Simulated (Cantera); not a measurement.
# Stirred combustor or abatement burner

A perfectly stirred reactor is fed with CH4 : CO : O2 : N2 = 1 : 0.17 : 1.74 : 6.53 (molar parts), equivalence ratio 1.2, at 150 Torr; it is adiabatic with a 525 K inlet, and is followed from long to short residence time, starting on the burning branch (τ in s: 0.38, 0.14, 0.055, 0.021, 0.008, 0.0031, 0.0012, 0.00044, 0.00017, 6.4e-05, 2.5e-05, 9.3e-06).

Computed with Cantera and GRI-Mech 3.0 (53 species, 325 reactions).

```csv
τ (s),T (K),x CH4,x CO,x O2,x CH2,x C2H,x CH2O
0.38,2244,2.76e-6,0.0511,0.00157,1.65e-7,6.34e-12,3.57e-7
0.14,2218,5.60e-6,0.0517,0.00234,3.28e-7,2.06e-11,7.30e-7
0.055,2181,1.07e-5,0.0527,0.00350,5.72e-7,5.47e-11,1.37e-6
0.021,2130,2.16e-5,0.0539,0.00511,9.76e-7,1.50e-10,2.63e-6
0.0080,2072,4.66e-5,0.0552,0.00697,1.70e-6,4.57e-10,5.36e-6
0.0031,2018,0.000108,0.0565,0.00890,3.17e-6,1.63e-9,1.17e-5
0.0012,1971,0.000272,0.0587,0.0113,6.66e-6,7.10e-9,2.81e-5
0.00044,1916,0.000845,0.0645,0.0165,1.71e-5,3.96e-8,8.24e-5
0.00017,525,0.106,0.0180,0.184,<1e-12,<1e-12,<1e-12
6.4e-5,525,0.106,0.0180,0.184,<1e-12,<1e-12,<1e-12
2.5e-5,525,0.106,0.0180,0.184,<1e-12,<1e-12,<1e-12
9.3e-6,525,0.106,0.0180,0.184,<1e-12,<1e-12,<1e-12
```
x: mole fraction; the columns are a selection and need not sum to one.
